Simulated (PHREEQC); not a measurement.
## Brine: speciation

A solution holds 0.007 mol/kgw NaCl, 0.081 mol/kgw SrCl2 and 0.07 mol/kgw LiCl, at 25 °C. Closed to the air; pH follows from the charge balance.

Computed with PHREEQC (ion-association model, phreeqc.dat).

```
Quantity                      Value
--------------------  -------------
ionic strength        0.320 mol/kgw
activity of water             0.993
specific conductance    21500 µS/cm
density                 1.010 g/cm³
```

| species | molality | activity | log γ |
|---|---|---|---|
| Cl- | 0.239 | 0.163 | -0.167 |
| Sr+2 | 0.0810 | 0.0231 | -0.545 |
| Li+ | 0.0700 | 0.0511 | -0.136 |
| Na+ | 0.00700 | 0.00510 | -0.138 |
| H+ | 1.46e-7 | 1.14e-7 | -0.108 |
| OH- | 1.32e-7 | 8.81e-8 | -0.175 |
| SrOH+ | 1.45e-8 | 1.03e-8 | -0.150 |

No solid was allowed to form. Species that the database lacks are ignored.
